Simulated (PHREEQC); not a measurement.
Solution (25 °C): 0.23 mol H3PO4 and 0.0051 mol NaOH per kg of water. Closed to the air; pH follows from the charge balance.

Computed with PHREEQC (ion-association model, phreeqc.dat).

```
quantity                   before    after
------------------------  -------  -------
pH                           1.47     1.57
ionic strength (mol/kgw)   0.0447   0.0368
H3PO4 (mol/kgw)             0.185    0.193
H2PO4- (mol/kgw)           0.0447   0.0368
HPO4-2 (mol/kgw)          1.43e-7  1.84e-7
```

Question: Which change was made?
A. temperature from 25 to 70 °C
B. H3PO4 from 0.23 to 0.115 mol/kgw
C. diluted 2-fold with water
D. diluted 100-fold with water

Answer: A, temperature from 25 to 70 °C

No solid was allowed to form. Constants without temperature data keep their 25 °C values here.
